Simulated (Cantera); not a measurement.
A closed system holds: 1 mol Si, 2 mol HCl, 9 mol H2, held at 925 °C and 203 Torr.

Equilibrium computed with Cantera from the NASA thermochemical tables; the gas is ideal and each condensed phase is pure. Candidate condensed phases: Si; 19 gas species. The tables' values for SiCl3 are old estimates; treat these amounts as uncertain. Kinetics and transport are ignored.

Base state: H2 0.913, HCl 0.0441, SiCl4 0.0215, SiHCl3 0.0120, SiCl2 0.00501, SiCl3 0.00349, SiH2Cl2 0.000872, SiH3Cl 1.74e-5 (mole fractions); condensed: Si(s).

Problem. What changes in the equilibrium state with this change: H2 from 9 to 1.5 mol?

Solution. 
```tsv
species	before	after
H2	0.913	0.772
SiCl4	0.0215	0.107
HCl	0.0441	0.0605
SiHCl3	0.0120	0.0366
SiCl3	0.00349	0.0116
SiCl2	0.00501	0.0112
SiH2Cl2	0.000872	0.00164
SiH3Cl	1.74e-5	2.01e-5
Si(s), mol	0.545	0.490
```

Problem. What changes in the equilibrium state with this change: pressure from 203 Torr to 13500 Torr?

Solution. 
```json
[
 {"species": "H2", "before": "0.913", "after": "0.929"},
 {"species": "SiHCl3", "before": "0.0120", "after": "0.0297"},
 {"species": "SiCl4", "before": "0.0215", "after": "0.0176"},
 {"species": "HCl", "before": "0.0441", "after": "0.0148"},
 {"species": "SiH4", "before": "1.46e-7", "after": "1.01e-5"},
 {"species": "SiH3Cl", "before": "1.74e-5", "after": "0.000395"},
 {"species": "Si(s), mol", "before": "0.545", "after": "0.418"}
]
```
Gases not in the tables: Si2H6 and higher silanes.

Problem. What changes in the equilibrium state with this change: pressure from 203 Torr to 100 Torr?

Solution. 
```tsv
species	before	after
H2	0.913	0.907
HCl	0.0441	0.0516
SiCl4	0.0215	0.0201
SiHCl3	0.0120	0.00953
SiH3Cl	1.74e-5	9.97e-6
SiH2Cl2	0.000872	0.000589
SiCl2	0.00501	0.00691
Si(s), mol	0.545	0.561
```
